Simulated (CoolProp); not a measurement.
The numbers come from the reference Helmholtz-energy equation of state, Bücker 2006 in CoolProp.

Task: Give the vapour pressure (MPa), enthalpy of vaporisation (kJ/kg), liquid cp (kJ/(kg K)) of saturated ethane at -113.05 °C.

Result: 
```tsv
T (°C)	p (MPa)	enthalpy of vaporisation (kJ/kg)	liquid cp (kJ/(kg K))
-113.05	0.0216	519	2.36
```
